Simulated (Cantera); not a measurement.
Input (Python, Cantera) and output of one run.

```python
import numpy as np
import cantera as ct

gas_names = [...]  # 113 gases of nasa_gas.yaml made of C, H, O, Pb
cond_names = """
    C(gr) C6H6(L) C7H8(L) C8H18(L),n-octa H2O(s) H2O(L) Pb(cr) Pb(L) PbO(rd) PbO(yw) PbO(L) PbO2(s)
    Pb3O4(s)
""".split()


# ... load() reads the species with a 1 bar reference pressure and builds the phases ...
atoms = {
    'PbO': {'Pb': 1, 'O': 1},
    'CH4': {'C': 1, 'H': 4},
    'H2': {'H': 2},
}
top_T = {'C(gr)': 4500, 'Pb3O4(s)': 820}  # K; cautious upper limits of use, not melting points


# ... equilibrate(T, P, feed) seeds the gas with the atoms and calls Mixture.equilibrate('TP', solver="vcs", rtol=1e-11, max_steps=5000) ...
results = []
T = 1050  # K
P = 26  # Pa
for m in [0.16, 0.34, 0.71, 1.5, 3.1, 6.6, 14]:
    feed = {'PbO': 1, 'CH4': 0.31, 'H2': m}  # mol
    mix = equilibrate(T, P, feed)
    results.append((T, P, feed, dict(zip(mix.species_names, mix.species_moles))))

top = {s: max(r[3][s] / sum(r[3][g] for g in gas_names) for r in results) for s in gas_names}
cols = sorted((s for s in top if top[s] > 0.001), key=lambda s: -top[s])[:5]
seen = [c for c in cond_names if any(r[3].get(c, 0) > 1e-12 for r in results)]
print("log10 of partial pressures in bar; condensed amounts in mol")
print(f"{'n(H2)':>10s}" + "".join(f"{s[:9]:>10s}" for s in cols + seen))
for T, P, feed, n in results:
    ng = sum(n[g] for g in gas_names)
    print(f"{feed['H2']:10.4g}" + "".join(f"{np.log10(max(n[s] / ng * P / 1e5, 1e-99)):10.3f}" for s in cols)
          + "".join(f"{n.get(c, 0):10.4g}" for c in seen))
```

Result:

```
log10 of partial pressures in bar; condensed amounts in mol
     n(H2)        H2       H2O        Pb       CO2        CO     Pb(L)
      0.16    -4.239    -4.022    -4.332    -4.397    -4.685    0.7624
      0.34    -4.123    -4.065    -4.332    -4.524    -4.654    0.7232
      0.71    -3.993    -4.146    -4.332    -4.738    -4.656    0.6426
       1.5    -3.872    -4.283    -4.332    -5.068    -4.728    0.4704
       3.1    -3.786    -4.477    -4.332    -5.498    -4.878    0.1217
       6.6    -3.699    -4.698    -4.516    -6.001    -5.073         0
        14    -3.643    -4.959    -4.787    -6.565    -5.320         0
```

Equilibrium computed with Cantera from the NASA thermochemical tables; the gas is ideal and each condensed phase is pure.
